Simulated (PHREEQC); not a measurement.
Make-up at 25 °C: 0.048 mol CdCl2 and 0.00102 mol H3BO3 per kg of water. Closed to the air; pH follows from the charge balance.

Model: ion-association model, phreeqc.dat, run in PHREEQC.

No solid was allowed to form.

Order these Cd species by the share of Cd that they hold, largest first: CdCl2, CdCl3-, CdCl+, Cd+2.

CdCl+ (62 %), Cd+2 (28 %), CdCl2 (9.2 %), CdCl3- (0.33 %)

Order these Cl species by the share of Cl that they hold, largest first: CdCl3-, CdCl+, CdCl2, Cl-.

Cl- (59 %), CdCl+ (31 %), CdCl2 (9.2 %), CdCl3- (0.50 %)

The pH is 5.51 and the ionic strength 0.0705 mol/kgw.
